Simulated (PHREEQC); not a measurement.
A PHREEQC input (ion-association model, phreeqc.dat):

```
SOLUTION 1
  temp 25
  units mg/kgw
  pH 6.55
  pe 12.9
  Na 0.288
  K 0.00624
  Ca 0.0123
  Mg 0.0175
  Cl 0.00579
  S(6) 0.637 as SO4
  Alkalinity 0.11 as HCO3
  Li 4.87e-05
  Ba 0.000239
  Cu(2) 0.00399
  Si 0.000257 as SiO2
  Zn 0.0197
END
USE solution 6
EQUILIBRIUM_PHASES 1
  Quartz 0 0.5
  CO2(g) -2.5 10
END
```

It stops with these messages:

```
ERROR: Solution 6 not found.
```

The fault: USE names a solution that was never defined. The line should read `USE solution 1` where the input has `USE solution 6`. With the mend the run ends at pH 5.22 and ionic strength 2.95e-5 mol/kgw.
